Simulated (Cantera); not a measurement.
Input (Python, Cantera) and output of one run.

```python
import numpy as np
import cantera as ct

gas_names = """
    O2 F2
""".split()
cond_names = """
    Ca(b) CaF2(a) CaO(s)
""".split()


# ... load() reads the species with a 1 bar reference pressure and builds the phases ...
species = {s.name: s for s in load("nasa_gas.yaml", gas_names) + load("nasa_condensed.yaml", cond_names)}
T = 975
g = {n: (s.thermo.h(T) - T * s.thermo.s(T)) / (ct.gas_constant * T * np.log(10)) for n, s in species.items()}
valid = cond_names  # the entries whose range holds T


def stable(la, lb):
    # potentials (over RT ln 10) of the two non-metals from log10 p(O2) and log10 p(F2) in bar
    mu = {}
    mu["O"] = (g["O2"] + la) / 2
    mu["F"] = (g["F2"] + lb) / 2
    cost = {}
    for n in valid:
        c = species[n].composition
        cost[n] = (g[n] - sum(c.get(e, 0) * m for e, m in mu.items())) / c["Ca"]
    return min(cost, key=cost.get)


results = []
for lb in [0, -5, -10, -15, -20, -25, -30, -35, -40]:
    row = [stable(la, lb) for la in [-27, -25.7, -24.5, -23.2, -21.9, -20.6, -19.4, -18.1, -16.8, -15.5, -14.3, -13, -11.7, -10.5, -9.2, -7.9, -6.6, -5.4, -4.1, -2.8, -1.5, -0.3, 1]]
    results.append(row)
    print(f"{lb:6.1f}  " + " ".join(f"{valid.index(n):x}" for n in row))
print("key: " + ", ".join(f"{i:x} {n}" for i, n in enumerate(valid)))
```

Output:

```
   0.0  1 1 1 1 1 1 1 1 1 1 1 1 1 1 1 1 1 1 1 1 1 1 1
  -5.0  1 1 1 1 1 1 1 1 1 1 1 1 1 1 1 1 1 1 1 1 1 1 1
 -10.0  1 1 1 1 1 1 1 1 1 1 1 1 1 1 1 1 1 1 1 1 1 1 1
 -15.0  1 1 1 1 1 1 1 1 1 1 1 1 1 1 1 1 1 1 1 1 1 1 1
 -20.0  1 1 1 1 1 1 1 1 1 1 1 1 1 1 1 1 1 1 1 1 1 1 1
 -25.0  1 1 1 1 1 1 1 1 1 1 1 1 1 1 1 1 1 1 1 1 1 1 1
 -30.0  1 1 1 1 1 1 1 1 1 1 1 1 1 1 1 1 1 1 1 2 2 2 2
 -35.0  1 1 1 1 1 1 1 1 1 1 1 2 2 2 2 2 2 2 2 2 2 2 2
 -40.0  1 1 1 2 2 2 2 2 2 2 2 2 2 2 2 2 2 2 2 2 2 2 2
key: 0 Ca(b), 1 CaF2(a), 2 CaO(s)
```

Standard-state values (1 bar) from the NASA 1993 polynomials, evaluated with Cantera. Not in the tables: oxide halides.
